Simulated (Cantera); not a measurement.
Gas mixture: 100 % O₂, at 0.671 atm, frozen composition.

Cantera's kinetic-theory transport with the Lennard-Jones parameters of GRI-Mech 3.0, ideal gas; thermal conductivity in the mixture-averaged form.

D: mixture-averaged diffusion coefficient of that species in the mixture.

| T (K) | ρ (kg/m³) | cp (J/kg/K) | μ (µPa s) | λ (mW/m/K) | Pr | D (cm²/s) H₂O | D (cm²/s) N₂ | D (cm²/s) O |
|---|---|---|---|---|---|---|---|---|
| 400 | 0.654 | 941.4 | 25.6 | 33.9 | 0.713 | 0.595 | 0.515 | 0.810 |
| 600 | 0.436 | 1003 | 34.1 | 48.2 | 0.709 | 1.27 | 1.03 | 1.61 |
| 800 | 0.327 | 1055 | ___ | ___ | 0.710 | ___ | ___ | ___ |
| 1000 | 0.262 | 1090 | ___ | ___ | 0.710 | ___ | ___ | ___ |
| 1200 | 0.218 | 1114 | 54.0 | 84.9 | 0.708 | 4.33 | 3.29 | 5.14 |
| 1400 | 0.187 | 1134 | 59.7 | 95.7 | 0.707 | 5.64 | 4.25 | 6.64 |
| 1600 | 0.164 | 1151 | 65.1 | 106 | 0.707 | 7.07 | 5.30 | 8.29 |
| 1800 | 0.145 | 1167 | 70.2 | 116 | 0.707 | 8.63 | 6.45 | 10.1 |
| 2000 | 0.131 | 1181 | 75.2 | 126 | 0.707 | 10.3 | 7.68 | 12.0 |

### Question
What belongs in the gaps?

### Answer

- 800, μ (µPa s): 41.4
- 800, λ (mW/m/K): 61.4
- 800, D (cm²/s) H₂O: 2.13
- 800, D (cm²/s) N₂: 1.67
- 800, D (cm²/s) O: 2.62
- 1000, μ (µPa s): 47.9
- 1000, λ (mW/m/K): 73.6
- 1000, D (cm²/s) H₂O: 3.16
- 1000, D (cm²/s) N₂: 2.43
- 1000, D (cm²/s) O: 3.80
